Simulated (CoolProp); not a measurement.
Vapour-liquid equilibrium of R13 (1) + isobutane (2) at -49.65 °C; x and y are mole fractions of (1).

Values from CoolProp's multi-fluid Helmholtz-energy mixture model, Platzer 1990 and Bücker 2006; pair parameters Bell 2016. This equation is an older, rougher fit; its heat capacities, sound speeds and derivatives of the liquid may be far off and weren't checked against measurements.

```tsv
x	bubble pressure (bar)	y at the bubble point	dew pressure at overall composition x (bar)	liquid density (mol/L)
0.05	0.5517	0.698	0.1802	11.02
0.2	1.465	0.897	0.2136	11.35
0.35	2.121	0.936	___	11.70
0.5	___	0.955	0.3388	12.05
0.65	3.061	0.968	0.4787	12.41
0.8	3.509	___	0.8136	12.79
0.95	___	0.994	2.485	13.18
```

Q: What belongs in the gaps?

A: 
- 0.35, dew pressure at overall composition x (bar): 0.2620
- 0.5, bubble pressure (bar): 2.623
- 0.8, y at the bubble point: 0.980
- 0.95, bubble pressure (bar): 4.037

No azeotrope shows between x = 0.05 and 0.95.

The pair parameters rest on a limited set of measurements; away from them the model extrapolates.
